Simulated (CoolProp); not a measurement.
The fluid at 293.15 K and 0.726 MPa (liquid) is heated at constant pressure to 303.7 K. The same conditions are run with several fluids, on thermodynamics alone (safety and materials aside).

Model: reference Helmholtz-energy equation of state of each fluid (sulfur dioxide: Gao 2016; n-butane: Bücker 2006; n-nonane: Lemmon 2006; o-xylene: Zhou 2012; n-decane: Lemmon 2006), in CoolProp.

```
fluid           heat (kJ/kg)  final density (kg/m³)
--------------  ------------  ---------------------
sulfur dioxide          14.7             (withheld)
n-butane                25.7             (withheld)
n-nonane          (withheld)             (withheld)
o-xylene          (withheld)                    872
n-decane                23.1             (withheld)
```

Some entries are withheld; supply them.


- sulfur dioxide, final density (kg/m³): 1350
- n-butane, final density (kg/m³): 567
- n-nonane, heat (kJ/kg): 23.3
- n-nonane, final density (kg/m³): 710
- o-xylene, heat (kJ/kg): 18.6
- n-decane, final density (kg/m³): 723
